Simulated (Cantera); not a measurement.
Input: 1 mol Na2CO3, 2.4 mol H2O, 0.78 mol CO2, equilibrated at 1502 °C.

These are equilibrium values from Cantera (NASA tables, ideal gas, pure condensed phases), not measurements of a reactor. Candidate condensed phases: C, C6H6, C7H8, C8H18, H2O, Na, NaOH, NaO2, Na2CO3, Na2O, Na2O2; 117 gas species. Equilibrium is a limit: real reactors are often held back by kinetics, nucleation or transport.

Q: Which condensed phases are stable at each of these points (P (Pa)): 10, 36, 130, 460, 1700, 6000, 22000, 77000, 280000, 1000000?

A: 
```csv
P (Pa),condensed phases,Na condensed (%)
10,gas only,0.0
36,gas only,0.0
130,gas only,0.0
460,gas only,0.0
1700,gas only,0.0
6000,gas only,0.0
22000,gas only,0.0
77000,Na2CO3(l),40.2
280000,Na2CO3(l),83.4
1000000,Na2CO3(l),95.3
```

From 10.0 Pa to 0.220 bar nothing is condensed. From 0.770 bar to 10.0 bar the condensed part is Na2CO3(l).
